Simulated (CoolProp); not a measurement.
Saturated liquid density (kg/m³) of ethane: the reference equation beside estimates from Tc = 32.2 °C, pc = 4.872 MPa, ω = 0.099. Rackett uses Z = 0.29056 − 0.08775 ω.

Model: reference Helmholtz-energy equation of state, Bücker 2006, in CoolProp.

```
T (°C)  reference  Rackett  van der Waals  Redlich-Kwong  Soave-Redlich-Kwong  Peng-Robinson
------  ---------  -------  -------------  -------------  -------------------  -------------
-92.45      548.6    545.7          357.7          527.0                528.8          597.0
-85.85      540.4    537.5          352.4          518.0                520.3          587.7
-79.15      531.8    529.0          346.9          508.4                511.2          577.9
-72.45      523.0    520.2          341.2          498.4                501.8          567.6
-65.75      514.0    511.2          335.2          487.9                491.8          556.6
-59.15      504.9    502.0          329.1          477.1                481.5          545.3
-52.45      495.3    492.4          322.7          465.6                470.5          533.1
-45.75      485.3    482.5          316.0          453.6                458.9          520.1
```

Absolute difference from the reference over all 8 rows, mean and median: Rackett 0.6 and 0.5 %, van der Waals 34.8 and 34.8 %, Redlich-Kwong 5.0 and 4.9 %, Soave-Redlich-Kwong 4.3 and 4.2 %, Peng-Robinson 8.2 and 8.4 %.
